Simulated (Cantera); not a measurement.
Source: NASA polynomial tables (part measured, part estimated), evaluated in Cantera. Values are per mole of reaction as written; species without (g) are pure solids or liquids, kept so even where they would boil at 1 bar.

3 O2(g) + 6 F(g) + 6 B → 2 B3O3F3(g)

| T (K) | ΔH° (kJ) | ΔS° (J/K) | ΔG° (kJ) | log10 K | condensed phases |
|---|---|---|---|---|---|
| 1925 | -5230.1 | -959.9 | -3382.3 | 91.78 | B(s) |
| 1975 | (withheld) | (withheld) | (withheld) | (withheld) | B(s) |
| 2025 | -5231.1 | -960.4 | -3286.3 | 84.77 | B(s) |
| 2075 | -5231.6 | -960.7 | -3238.2 | 81.52 | B(s) |
| 2125 | -5232.2 | -961.0 | -3190.2 | 78.42 | B(s) |
| 2175 | -5232.9 | -961.3 | -3142.1 | 75.46 | B(s) |
| 2225 | (withheld) | (withheld) | (withheld) | (withheld) | B(s) |
| 2275 | -5234.3 | -961.9 | -3046.0 | 69.94 | B(s) |
| 2325 | -5235.1 | -962.2 | -2997.9 | 67.35 | B(s) |
| 2375 | -5537.3 | -1090.8 | -2946.6 | 64.80 | B(l) |
| 2425 | -5538.4 | -1091.3 | -2892.0 | 62.29 | B(l) |

Task: Some entries are withheld; supply them.

Result: 
- 1975, ΔH° (kJ): -5230.6
- 1975, ΔS° (J/K): -960.2
- 1975, ΔG° (kJ): -3334.3
- 1975, log10 K: 88.18
- 2225, ΔH° (kJ): -5233.5
- 2225, ΔS° (J/K): -961.6
- 2225, ΔG° (kJ): -3094.1
- 2225, log10 K: 72.64
